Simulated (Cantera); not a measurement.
Input (Python, Cantera):

```python
import numpy as np
import cantera as ct

gas = ct.Solution("gri30.yaml")


def delay(T, t_max=10):
    gas.TPX = T, 41000, {'CH3OH': 1, 'O2': 2.94, 'N2': 10.3}
    reactor = ct.IdealGasReactor(gas, clone=False)
    net = ct.ReactorNet([reactor])
    net.rtol, net.atol = 1e-8, 1e-16
    while net.time < t_max:
        t_old, T_old = net.time, reactor.T
        net.step()
        if reactor.T > T + 400:  # ignition: a rise of 400 K
            return t_old + (T + 400 - T_old) / (reactor.T - T_old) * (net.time - t_old)
    return np.nan


taus = []
for T in [1248, 1348, 1448, 1548, 1648, 1748, 1848]:
    taus.append(delay(T))
    print(f"T0 = {T:6g} K   tau = {taus[-1]:.4e} s")
```

Result:

```
T0 =   1248 K   tau = 1.1248e-02 s
T0 =   1348 K   tau = 2.8922e-03 s
T0 =   1448 K   tau = 9.4608e-04 s
T0 =   1548 K   tau = 3.7584e-04 s
T0 =   1648 K   tau = 1.7269e-04 s
T0 =   1748 K   tau = 8.8211e-05 s
T0 =   1848 K   tau = 4.8921e-05 s
```

Model: GRI-Mech 3.0 (53 species, 325 reactions), integrated in Cantera. GRI-Mech 3.0 was tuned for natural gas; its chemistry of methanol as a main component is partial and can be far from experiment.
